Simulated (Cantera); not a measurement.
A Cantera script and what it prints.

```python
import numpy as np
import cantera as ct

gas_names = """
    CL CL2 Fe FeCL FeCL2 FeCL3 Fe2CL4 Fe2CL6 H HCL H2 N NH NH2 NH3 N2 N2H2 N2H4
""".split()
cond_names = """
    Fe(a) Fe(c) Fe(d) Fe(L) FeCL2(s) FeCL2(L) FeCL3(s) FeCL3(L) NH4CL(a) NH4CL(b)
""".split()


# ... load() reads the species with a 1 bar reference pressure and builds the phases ...
atoms = {
    'FeCl3': {'Fe': 1, 'CL': 3},
    'N2': {'N': 2},
    'H2': {'H': 2},
}
top_T = {}  # K; cautious upper limits of use, not melting points


# ... equilibrate(T, P, feed) seeds the gas with the atoms and calls Mixture.equilibrate('TP', solver="vcs", rtol=1e-11, max_steps=5000) ...
results = []
T = 1498.15  # K
P = 10000  # Pa
for m in [3.8, 7.2, 11, 14, 17, 21, 24, 27, 31, 34, 37, 41]:
    feed = {'FeCl3': 1, 'N2': 0.33, 'H2': m}  # mol
    mix = equilibrate(T, P, feed)
    results.append((T, P, feed, dict(zip(mix.species_names, mix.species_moles))))
    x = sorted(zip(gas.X, gas.species_names), reverse=True)
    print(f"T = {T:g} K  P = {P:g} Pa  n(H2) = {m:g} mol  gas = {mix.phase_moles(0):.4g} mol")
    print("   x: " + "  ".join(f"{s} {v:.3e}" for v, s in x if v > 1e-05))
    print("   condensed (mol): " + ("  ".join(f"{mix.phase(i).name} {mix.phase_moles(i):.4g}"
          for i in range(1, mix.n_phases) if mix.phase_moles(i) > 1e-12) or "none"))
```

Output:

```
T = 1498.15 K  P = 10000 Pa  n(H2) = 3.8 mol  gas = 5.63 mol
   x: H2 5.291e-01  HCL 2.918e-01  FeCL2 1.204e-01  N2 5.862e-02  Fe2CL4 5.793e-05  H 3.960e-05  CL 1.761e-05  FeCL3 1.255e-05
   condensed (mol): Fe(c) 0.3215
T = 1498.15 K  P = 10000 Pa  n(H2) = 7.2 mol  gas = 9.03 mol
   x: H2 6.856e-01  HCL 2.233e-01  FeCL2 5.441e-02  N2 3.654e-02  H 4.508e-05  CL 1.184e-05  Fe2CL4 1.183e-05
   condensed (mol): Fe(c) 0.5084
T = 1498.15 K  P = 10000 Pa  n(H2) = 11 mol  gas = 12.83 mol
   x: H2 7.700e-01  HCL 1.746e-01  FeCL2 2.961e-02  N2 2.572e-02  H 4.777e-05
   condensed (mol): Fe(c) 0.62
T = 1498.15 K  P = 10000 Pa  n(H2) = 14 mol  gas = 15.83 mol
   x: H2 8.100e-01  HCL 1.487e-01  N2 2.085e-02  FeCL2 2.041e-02  H 4.900e-05
   condensed (mol): Fe(c) 0.6768
T = 1498.15 K  P = 10000 Pa  n(H2) = 17 mol  gas = 18.83 mol
   x: H2 8.381e-01  HCL 1.294e-01  N2 1.752e-02  FeCL2 1.495e-02  H 4.984e-05
   condensed (mol): Fe(c) 0.7185
T = 1498.15 K  P = 10000 Pa  n(H2) = 21 mol  gas = 22.83 mol
   x: H2 8.646e-01  HCL 1.103e-01  N2 1.445e-02  FeCL2 1.053e-02  H 5.062e-05
   condensed (mol): Fe(c) 0.7595
T = 1498.15 K  P = 10000 Pa  n(H2) = 24 mol  gas = 25.83 mol
   x: H2 8.794e-01  HCL 9.934e-02  N2 1.278e-02  FeCL2 8.395e-03  H 5.105e-05
   condensed (mol): Fe(c) 0.7831
T = 1498.15 K  P = 10000 Pa  n(H2) = 27 mol  gas = 28.83 mol
   x: H2 8.913e-01  HCL 9.035e-02  N2 1.145e-02  FeCL2 6.851e-03  H 5.140e-05
   condensed (mol): Fe(c) 0.8024
T = 1498.15 K  P = 10000 Pa  n(H2) = 31 mol  gas = 32.83 mol
   x: H2 9.039e-01  HCL 8.062e-02  N2 1.005e-02  FeCL2 5.378e-03  H 5.176e-05
   condensed (mol): Fe(c) 0.8234
T = 1498.15 K  P = 10000 Pa  n(H2) = 34 mol  gas = 35.83 mol
   x: H2 9.116e-01  HCL 7.459e-02  N2 9.210e-03  FeCL2 4.566e-03  H 5.198e-05
   condensed (mol): Fe(c) 0.8363
T = 1498.15 K  P = 10000 Pa  n(H2) = 37 mol  gas = 38.83 mol
   x: H2 9.181e-01  HCL 6.940e-02  N2 8.498e-03  FeCL2 3.925e-03  H 5.216e-05
   condensed (mol): Fe(c) 0.8475
T = 1498.15 K  P = 10000 Pa  n(H2) = 41 mol  gas = 42.83 mol
   x: H2 9.255e-01  HCL 6.352e-02  N2 7.704e-03  FeCL2 3.261e-03  H 5.237e-05
   condensed (mol): Fe(c) 0.8603
```

These are equilibrium values from Cantera (NASA tables, ideal gas, pure condensed phases), not measurements of a reactor.
